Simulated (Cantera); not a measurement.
A Cantera script and what it prints.

```python
import numpy as np
import cantera as ct

gas_names = """
    CL CL2 H HCL H2 N NH NH2 NH3 N2 N2H2 N2H4 Si SiCL SiCL2 SiCL3 SiCL4 SiH SiHCL3 SiH2 SiH2CL2 SiH3
    SiH3CL SiH4 SiN Si2 Si2N Si3
""".split()
cond_names = """
    NH4CL(a) NH4CL(b) Si(cr) Si(L) Si3N4(a)
""".split()


# ... load() reads the species with a 1 bar reference pressure and builds the phases ...
atoms = {
    'Si2Cl6': {'Si': 2, 'CL': 6},
    'N2': {'N': 2},
    'H2': {'H': 2},
}
top_T = {'Si3N4(a)': 2400}  # K; cautious upper limits of use, not melting points


# ... equilibrate(T, P, feed) seeds the gas with the atoms and calls Mixture.equilibrate('TP', solver="vcs", rtol=1e-11, max_steps=5000) ...
results = []
feed = {'Si2Cl6': 1, 'N2': 6.5, 'H2': 6.2}  # mol
P = 1200  # Pa
for T in [1125, 1150, 1175, 1200, 1225, 1250, 1275, 1300, 1325, 1350, 1375, 1400, 1425]:
    mix = equilibrate(T, P, feed)
    results.append((T, P, feed, dict(zip(mix.species_names, mix.species_moles))))

top = {s: max(r[3][s] / sum(r[3][g] for g in gas_names) for r in results) for s in gas_names}
cols = sorted((s for s in top if top[s] > 1e-05), key=lambda s: -top[s])[:8]
seen = [c for c in cond_names if any(r[3].get(c, 0) > 1e-12 for r in results)]
print("log10 of partial pressures in bar; condensed amounts in mol")
print(f"{'T/K':>10s}" + "".join(f"{s[:9]:>10s}" for s in cols + seen))
for T, P, feed, n in results:
    ng = sum(n[g] for g in gas_names)
    print(f"{T:10.4g}" + "".join(f"{np.log10(max(n[s] / ng * P / 1e5, 1e-99)):10.3f}" for s in cols)
          + "".join(f"{n.get(c, 0):10.4g}" for c in seen))
```

Result:

```
log10 of partial pressures in bar; condensed amounts in mol
       T/K        N2       HCL        H2     SiCL2     SiCL4     SiCL3    SiHCL3        CL  Si3N4(a)
      1125    -2.348    -2.381    -2.504    -6.117    -3.665    -5.436    -5.548    -8.533    0.5779
      1150    -2.348    -2.379    -2.506    -5.842    -3.682    -5.282    -5.502    -8.308    0.5802
      1175    -2.349    -2.376    -2.508    -5.580    -3.700    -5.135    -5.459    -8.093    0.5821
      1200    -2.349    -2.375    -2.510    -5.330    -3.719    -4.996    -5.419    -7.886    0.5834
      1225    -2.349    -2.373    -2.511    -5.092    -3.739    -4.864    -5.382    -7.689    0.5839
      1250    -2.349    -2.372    -2.512    -4.865    -3.761    -4.740    -5.349    -7.500    0.5833
      1275    -2.349    -2.372    -2.513    -4.649    -3.786    -4.624    -5.320    -7.320    0.5812
      1300    -2.349    -2.374    -2.513    -4.444    -3.815    -4.516    -5.296    -7.147    0.5772
      1325    -2.349    -2.376    -2.512    -4.251    -3.850    -4.418    -5.277    -6.983    0.5707
      1350    -2.348    -2.380    -2.511    -4.070    -3.894    -4.331    -5.266    -6.827    0.5608
      1375    -2.347    -2.387    -2.509    -3.902    -3.947    -4.256    -5.264    -6.680    0.5467
      1400    -2.346    -2.396    -2.505    -3.748    -4.013    -4.194    -5.272    -6.541    0.5278
      1425    -2.344    -2.408    -2.500    -3.607    -4.094    -4.148    -5.293    -6.411    0.5035
```

Cantera equilibrium calculation (NASA polynomials, part measured and part estimated; ideal gas, pure solids and liquids). The feed counts by its element totals alone. N2 is the only nitrogen source here; it is nearly inert below about 1500 K, so the nitride shown seldom forms there in practice. The tables' values for SiCl3 are old estimates; treat these amounts as uncertain.
